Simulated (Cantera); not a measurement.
A perfectly stirred reactor is fed with 4.58 % CH4, 19.9 % O2, 74.7 % N2, 0.825 % H2O, at 3750 Torr; it is adiabatic with a 623 K inlet, and is followed from long to short residence time, starting on the burning branch (τ in s: 0.058, 0.029, 0.014, 0.0072, 0.0036, 0.0018, 0.00089, 0.00044, 0.00022, 0.00011, 5.5e-05, 2.7e-05, 1.4e-05).

Detailed kinetics in Cantera: GRI-Mech 3.0 (53 species, 325 reactions).

x: mole fraction; the columns are a selection and need not sum to one.

| τ (s) | T (K) | x CH4 | x O2 | x C2H | x CH3 | x CH2 |
|---|---|---|---|---|---|---|
| 0.058 | 1656 | 1.47e-5 | 0.108 | <1e-12 | 2.40e-6 | ___ |
| 0.029 | 1655 | 2.38e-5 | 0.108 | 2.01e-12 | 3.93e-6 | ___ |
| 0.014 | 1652 | 3.96e-5 | 0.108 | 4.39e-12 | 6.49e-6 | ___ |
| 0.0072 | 1649 | 6.32e-5 | 0.108 | 8.45e-12 | 1.01e-5 | ___ |
| 0.0036 | 1643 | 0.000104 | 0.108 | 1.58e-11 | 1.60e-5 | ___ |
| 0.0018 | 1633 | 0.000177 | 0.109 | 2.83e-11 | 2.55e-5 | ___ |
| 0.00089 | 1614 | 0.000326 | 0.110 | 5.00e-11 | 4.23e-5 | ___ |
| 0.00044 | 623 | 0.0458 | 0.199 | <1e-12 | <1e-12 | <1e-12 |
| 0.00022 | 623 | 0.0458 | 0.199 | <1e-12 | <1e-12 | <1e-12 |
| 0.00011 | 623 | 0.0458 | 0.199 | <1e-12 | <1e-12 | <1e-12 |
| 5.5e-5 | 623 | 0.0458 | 0.199 | <1e-12 | <1e-12 | <1e-12 |
| 2.7e-5 | 623 | 0.0458 | 0.199 | <1e-12 | <1e-12 | <1e-12 |
| 1.4e-5 | 623 | 0.0458 | 0.199 | <1e-12 | <1e-12 | <1e-12 |

Question: Some entries are withheld; supply them.

Answer: 
- 0.058, x CH2: 8.95e-9
- 0.029, x CH2: 1.74e-8
- 0.014, x CH2: 3.45e-8
- 0.0072, x CH2: 6.34e-8
- 0.0036, x CH2: 1.17e-7
- 0.0018, x CH2: 2.11e-7
- 0.00089, x CH2: 3.69e-7
